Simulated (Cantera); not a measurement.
An adiabatic, constant-pressure homogeneous reactor starts with CH₄ : H₂ : O₂ : N₂ = 1 : 0.035 : 3.67 : 13.8 (molar parts), at 950 K and 0.987 atm. Integrator tolerance rtol = 1e-08.

Computed with Cantera and GRI-Mech 3.0 (53 species, 325 reactions). Below about 1000 K GRI-Mech 3.0 lacks low-temperature oxidation paths.

**Question.** What does this change do: initial temperature 950 to 1300 K?

**Answer.** 
| quantity | before | after |
|---|---|---|
| time of steepest temperature rise | 0.679 s | 6.48 ms |
| temperature at 3.00 s | 2086 K | 2343 K |
| equilibrium temperature | 2085 K | 2343 K |
| x(CH₄) at 3.00 s | <1e-12 (gas-phase equilibrium <1e-12) | <1e-12 (gas-phase equilibrium <1e-12) |
| x(H₂) at 3.00 s | 0.000200 (gas-phase equilibrium 0.000199) | 0.000967 (gas-phase equilibrium 0.000967) |
| x(O₂) at 3.00 s | 0.0860 (gas-phase equilibrium 0.0858) | 0.0830 (gas-phase equilibrium 0.0830) |
| x(NO₂) at 3.00 s | 5.34e-6 (gas-phase equilibrium 5.73e-6) | 6.95e-6 (gas-phase equilibrium 6.95e-6) |
| x(O) at 3.00 s | 0.000371 (gas-phase equilibrium 0.000369) | 0.00184 (gas-phase equilibrium 0.00184) |
| x(H) at 3.00 s | 4.06e-5 (gas-phase equilibrium 4.03e-5) | 0.000377 (gas-phase equilibrium 0.000377) |

**Question.** What does this change do: pressure from 0.987 atm to 17.8 atm?

**Answer.** 
```csv
quantity,before,after
time of steepest temperature rise,0.679 s,59.6 ms
temperature at 3.00 s,2086 K,2095 K
equilibrium temperature,2085 K,2095 K
x(CH₄) at 3.00 s,<1e-12 (gas-phase equilibrium <1e-12),<1e-12 (gas-phase equilibrium <1e-12)
x(H₂) at 3.00 s,0.000200 (gas-phase equilibrium 0.000199),5.08e-5 (gas-phase equilibrium 5.08e-5)
x(O₂) at 3.00 s,0.0860 (gas-phase equilibrium 0.0858),0.0860 (gas-phase equilibrium 0.0860)
x(NO₂) at 3.00 s,5.34e-6 (gas-phase equilibrium 5.73e-6),2.46e-5 (gas-phase equilibrium 2.46e-5)
x(O) at 3.00 s,0.000371 (gas-phase equilibrium 0.000369),9.35e-5 (gas-phase equilibrium 9.35e-5)
x(H) at 3.00 s,4.06e-5 (gas-phase equilibrium 4.03e-5),5.12e-6 (gas-phase equilibrium 5.12e-6)
```
The pressure lies above the range GRI-Mech 3.0 was tuned for (to about 10 atm).
